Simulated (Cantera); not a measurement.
Charge: 1 mol CuO, 3.9 mol C, 0.046 mol CO, at 2000 K and 12000 Pa.

These are equilibrium values from Cantera (NASA tables, ideal gas, pure condensed phases), not measurements of a reactor. Rates play no part.

```json
[
 {"species": "CO", "before": "0.964", "after": "0.513"},
 {"species": "Cu", "before": "0.0359", "after": "0.485"},
 {"species": "Cu2", "before": "0.000148", "after": "0.00253"},
 {"species": "C(graphite), mol", "before": "2.90", "after": "2.90"},
 {"species": "Cu(l), mol", "before": "0.961", "after": "0"}
]
```
Gas species are given as mole fractions.

Which change was made?
A) temperature from 2000 K to 2500 K
B) temperature from 2000 K to 2250 K
C) temperature from 2000 K to 1400 K
D) temperature from 2000 K to 1375 K

A, temperature from 2000 K to 2500 K
